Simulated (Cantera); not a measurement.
Charge: 1 mol Al, 0.31 mol Cl2, 2.6 mol N2, equilibrated at 10.0 mbar.

Method: chemical equilibrium by Gibbs-energy minimisation in Cantera with the NASA 1993 tables (ideal gas, pure condensed phases). Candidate condensed phases: Al, AlCl3, AlN; 11 gas species. The tables' values for AlCl2 are old estimates; treat these amounts as uncertain. Rates play no part.

x: gas mole fraction; n: condensed amount in mol.

```
T (°C)   x N2  x AlCl3  x Al2Cl6   x AlCl2   x AlCl      x Cl      x Al  n AlN(s)
------  -----  -------  --------  --------  -------  --------  --------  --------
200     0.954  0.00206    0.0437    <1e-12   <1e-12    <1e-12    <1e-12     0.793
300     0.942   0.0266    0.0309    <1e-12   <1e-12    <1e-12    <1e-12     0.793
400     0.919   0.0751   0.00559  9.38e-12   <1e-12    <1e-12    <1e-12     0.793
500     0.915   0.0849  0.000449   1.41e-9   <1e-12  2.24e-12    <1e-12     0.793
600     0.914   0.0856       [?]   6.26e-8      [?]       [?]    <1e-12     0.793
700     0.914   0.0857   1.07e-5   1.26e-6  3.21e-9   2.05e-9    <1e-12     0.793
800     0.914   0.0857   2.87e-6   1.43e-5  1.80e-7   2.41e-8    <1e-12     0.793
900     0.914   0.0857   9.71e-7  0.000106  5.02e-6   1.88e-7    <1e-12     0.793
1000    0.914   0.0853   3.93e-7  0.000572  8.21e-5   1.06e-6  7.02e-12     0.793
1100    0.913   0.0837       [?]   0.00237      [?]       [?]       [?]     0.790
1200    0.908   0.0774   8.00e-8   0.00776  0.00670   1.64e-5   2.54e-8     0.776
```

### Question
Complete the blanks.

### Answer

- 1100, x Al2Cl6: 1.78e-7
- 1100, x AlCl: 0.000883
- 1100, x Cl: 4.65e-6
- 1100, x Al: 5.71e-10
- 600, x Al2Cl6: 5.57e-5
- 600, x AlCl: 2.24e-11
- 600, x Cl: 9.98e-11
